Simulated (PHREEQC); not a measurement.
Solution (25 °C): 25 mmol/kgw Fe(NO3)3. It is in equilibrium with CO2 at log p = -3.4 (atm). Otherwise closed; pH follows from the charge balance.

Model: ion-association model, wateq4f.dat, run in PHREEQC.

Each row changes one thing in this solution. No solid was allowed to form.

```json
[
 {"case": "as made", "pH": "2.00", "ionic strength (mol/kgw)": "0.142", "HCO3- (mol/kgw)": "7.88e-10"},
 {"case": "Fe(NO3)3 replaced by Sr(NO3)2 at the same molality", "pH": "5.57", "ionic strength (mol/kgw)": "0.0750", "HCO3- (mol/kgw)": "2.77e-6"},
 {"case": "Fe(NO3)3 replaced by Pb(NO3)2 at the same molality", "pH": "4.70", "ionic strength (mol/kgw)": "0.0643", "HCO3- (mol/kgw)": "3.72e-7"},
 {"case": "0.002 mol/kgw H4SiO4 added", "pH": "2.00", "ionic strength (mol/kgw)": "0.142", "HCO3- (mol/kgw)": "7.88e-10"},
 {"case": "Fe(NO3)3 from 0.025 to 0.25 mol/kgw", "pH": "1.64", "ionic strength (mol/kgw)": "1.45", "HCO3- (mol/kgw)": "4.05e-10"},
 {"case": "Fe(NO3)3 from 0.025 to 0.0125 mol/kgw", "pH": "2.23", "ionic strength (mol/kgw)": "0.0687", "HCO3- (mol/kgw)": "1.25e-9"},
 {"case": "temperature from 25 to 75 °C", "pH": "1.78", "ionic strength (mol/kgw)": "0.129", "HCO3- (mol/kgw)": "2.03e-10"},
 {"case": "diluted 10-fold with water", "pH": "2.73", "ionic strength (mol/kgw)": "0.0117", "HCO3- (mol/kgw)": "3.58e-9"},
 {"case": "temperature from 25 to 20 °C", "pH": "2.04", "ionic strength (mol/kgw)": "0.144", "HCO3- (mol/kgw)": "9.16e-10"}
]
```

The ionic strength passes 0.7 mol/kgw, the rough limit of the ion-association models, in Fe(NO3)3 from 0.025 to 0.25 mol/kgw. Some of these states are supersaturated (in Hematite (slow to form), Goethite (slow to form), for instance). Constants without temperature data keep their 25 °C values here.
